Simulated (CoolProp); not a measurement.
Properties of cis-2-butene along the isotherm 525 K.

The numbers come from the reference Helmholtz-energy equation of state, Lemmon 2005 in CoolProp. It is a short technical equation, of lower accuracy than the large ones.

```tsv
p (bar)	phase	cv (kJ/(kg K))	speed of sound (m/s)	Joule-Thomson coefficient (K/MPa)
0.335	gas	2.143	288.0	5.125
0.635	gas	2.143	287.7	5.132
1.2	gas	2.144	287.1	5.146
2.28	gas	2.145	285.9	5.172
4.33	gas	2.148	283.7	5.222
8.2	gas	2.153	279.4	5.317
15.5	gas	2.163	271.3	5.499
29.5	gas	2.184	255.4	5.839
55.9	supercritical	2.228	228.4	6.202
106	supercritical	2.274	240.0	3.756
```
